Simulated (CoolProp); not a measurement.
Vapour-liquid equilibrium of carbon dioxide (1) + hydrogen sulfide (2) at 0.569 MPa; x and y are mole fractions of (1).

Model: multi-fluid Helmholtz-energy mixture model, Span 1996 and Lemmon 2006; pair parameters Kunz 2012, in CoolProp.

```
x     bubble temperature (°C)  y at the bubble point  dew temperature at overall composition x (°C)  liquid density (mol/L)
----  -----------------------  ---------------------  ---------------------------------------------  ----------------------
0.05                    -27.2                  0.277                                          -20.2                   26.12
0.2                     -41.0                  0.622                                          -24.7                   26.78
0.35                    -46.9                  0.738                                          -29.7                   26.65
0.5                     -49.8                  0.795                                          -35.5                   26.20
0.65                    -51.6                  0.838                                          -42.3                   25.78
0.8                     -53.0                  0.886                                          -50.0                   25.68
0.95                    -54.1                  0.962                                          -54.0                   26.22
```

No azeotrope shows between x = 0.05 and 0.95.

The pair parameters rest on a limited set of measurements; away from them the model extrapolates.
